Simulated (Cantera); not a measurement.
# Equilibrium for aluminium and copper etching: Al + HCl + H2

Input: 1 mol Al, a varied amount of HCl, 0.21 mol H2, at 848.15 K and 5700 Pa.

Cantera equilibrium calculation (NASA polynomials, part measured and part estimated; ideal gas, pure solids and liquids). Candidate condensed phases: Al, AlCl3; 12 gas species. The tables' values for AlCl2 are old estimates; treat these amounts as uncertain. Kinetics and transport are ignored.

```tsv
n(HCl) (mol)	x HCl	x H2	x AlCl3	x Al2Cl6	x AlCl	n Al(s)
1.4	9.22e-6	0.665	0.325	0.00736	0.00136	0.532
1.9	9.25e-6	0.651	0.339	0.00797	0.00138	0.365
2.6	9.26e-6	0.640	0.349	0.00848	0.00140	0.130
3.6	0.182	0.520	0.292	0.00593	2.45e-12	0
5	0.426	0.364	0.207	0.00298	<1e-12	0
6.9	0.591	0.259	0.148	0.00153	<1e-12	0
9.5	0.706	0.186	0.107	0.000797	<1e-12	0
```
x: gas mole fraction; n: condensed amount in mol.

From 1.4 mol HCl to 2.6 mol HCl the condensed part is Al(s). From 3.6 mol HCl to 9.5 mol HCl nothing is condensed. The main Al-bearing gas is AlCl3 throughout.
